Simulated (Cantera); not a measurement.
## Fe3O4 + H2 + H2O (hydrogen reduction and annealing atmospheres)

Feed: 1 mol Fe3O4, 360 mol H2, 0.049 mol H2O, equilibrated at 0.000320 bar.

Cantera equilibrium calculation (NASA polynomials, part measured and part estimated; ideal gas, pure solids and liquids). Candidate condensed phases: Fe, FeO, Fe(OH)2, Fe(OH)3, Fe2O3, Fe3O4, H2O; 12 gas species. Kinetics and transport are ignored.

At 1327 °C the condensed part is Fe(γ). From 1402 °C to 1777 °C nothing is condensed. The main Fe-bearing gas is Fe throughout.

```json
[
 {"T (°C)": "1327", "x H2": "0.982", "x H": "0.00301", "x H2O": "0.0112", "x Fe": "0.00343", "x OH": "1.34e-6", "n Fe(γ)": "1.76"},
 {"T (°C)": "1402", "x H2": "0.974", "x H": "0.00641", "x H2O": "0.0111", "x Fe": "0.00824", "x OH": "3.53e-6", "n Fe(γ)": "0"},
 {"T (°C)": "1477", "x H2": "0.968", "x H": "0.0128", "x H2O": "0.0111", "x Fe": "0.00821", "x OH": "8.58e-6", "n Fe(γ)": "0"},
 {"T (°C)": "1552", "x H2": "0.957", "x H": "0.0241", "x H2O": "0.0110", "x Fe": "0.00816", "x OH": "1.93e-5", "n Fe(γ)": "0"},
 {"T (°C)": "1627", "x H2": "0.938", "x H": "0.0430", "x H2O": "0.0109", "x Fe": "0.00808", "x OH": "4.09e-5", "n Fe(γ)": "0"},
 {"T (°C)": "1702", "x H2": "0.908", "x H": "0.0729", "x H2O": "0.0107", "x Fe": "0.00796", "x OH": "8.15e-5", "n Fe(γ)": "0"},
 {"T (°C)": "1777", "x H2": "0.864", "x H": "0.118", "x H2O": "0.0103", "x Fe": "0.00777", "x OH": "0.000154", "n Fe(γ)": "0"}
]
```
x: gas mole fraction; n: condensed amount in mol.
